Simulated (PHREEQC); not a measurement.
Synthetic water in mg/L, 60 °C, pH 6.99, pe 9.9: Na 2.17; K 0.257; Ca 13.3; Mg 2.32; Cl 16.6; S(6) as SO4 19.1; Alkalinity as HCO3 4.85; Br 0.0161; O(0) (dissolved oxygen) 0.102; Cu(2) 1.49.

Cl is adjusted to close the charge balance.
Valence states are taken as typed.

Model: ion-association model, wateq4f.dat, run in PHREEQC.

No solid was allowed to form.

Order these S species by the share of S that they hold, largest first: MgSO4, CaSO4, SO4-2.

SO4-2 (91 %), CaSO4 (5.4 %), MgSO4 (3.0 %)

The pH is 6.99 and the ionic strength 0.00154 mol/kgw. The solution is supersaturated, for example in Cu(OH)2, Malachite, so a real one may precipitate; this is no full list. At this temperature some constants are extrapolated from 25 °C, and those without enthalpy data are left unchanged. The database's constant for dissolved Cu(OH)2 is higher than later reviews accept.
